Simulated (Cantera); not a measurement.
Mixture: 4.10 % CO, 0.139 % H2, 5.33 % CH4, 18.5 % O2, 69.7 % N2, 2.13 % H2O, equivalence ratio 0.69, at 10.0 bar, adiabatic and at constant volume. Ignition delay is the time to a rise of 400 K.

Computed with Cantera and GRI-Mech 3.0 (53 species, 325 reactions). Below about 1000 K GRI-Mech 3.0 lacks low-temperature oxidation paths.

Task: Predict: delay at 975 K; delay at 1075 K; delay at 1175 K; delay at 1275 K; delay at 1375 K; apparent activation energy between 1325 and 1425 K.

Result: 
```
Item                                                     Value
--------------------------------------------------  ----------
delay at 975 K                                         0.143 s
delay at 1075 K                                        24.9 ms
delay at 1175 K                                        5.66 ms
delay at 1275 K                                        1.57 ms
delay at 1375 K                                       0.505 ms
apparent activation energy between 1325 and 1425 K  170 kJ/mol
```
